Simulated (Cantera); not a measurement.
Tantalum, niobium, vanadium and zirconium in process gases: Zr + NH₃

A closed system holds: 1 mol Zr, 16 mol NH₃, held at 2023.15 K.

These are equilibrium values from Cantera (NASA tables, ideal gas, pure condensed phases), not measurements of a reactor. Candidate condensed phases: Zr, ZrN; 11 gas species. ZrN: taken at fixed stoichiometry. Equilibrium is a limit: real reactors are often held back by kinetics, nucleation or transport.

| P (Pa) | x H₂ | x H | x N₂ | x Zr | x NH₃ | x N | x NH₂ | n ZrN(s) |
|---|---|---|---|---|---|---|---|---|
| 0.100 | 0.138 | 0.707 | 0.154 | 0.000213 | <1e-12 | 4.92e-7 | 7.16e-12 | 0.990 |
| 1 | 0.419 | 0.389 | 0.192 | 6.03e-6 | 2.30e-11 | 1.74e-7 | 7.64e-11 | 1.000 |
| 10 | 0.629 | 0.151 | 0.220 | 1.78e-7 | 4.53e-10 | 5.89e-8 | 3.89e-10 | 1.000 |
| 100 | 0.717 | 0.0509 | 0.232 | 5.48e-9 | 5.66e-9 | 1.91e-8 | 1.44e-9 | 1.00 |
| 1000 | 0.747 | 0.0164 | 0.236 | 1.72e-10 | 6.07e-8 | 6.10e-9 | 4.78e-9 | 1.00 |
| 10000 | 0.757 | 0.00523 | 0.237 | 5.42e-12 | 6.21e-7 | 1.93e-9 | 1.54e-8 | 1.00 |
| 100000 | 0.760 | 0.00166 | 0.238 | <1e-12 | 6.25e-6 | 6.12e-10 | 4.89e-8 | 1.00 |
| 1000000 | 0.761 | 0.000525 | 0.238 | <1e-12 | 6.27e-5 | 1.94e-10 | 1.55e-7 | 1.00 |
x: gas mole fraction; n: condensed amount in mol.

From 0.100 Pa to 1000000 Pa the condensed part is ZrN(s).
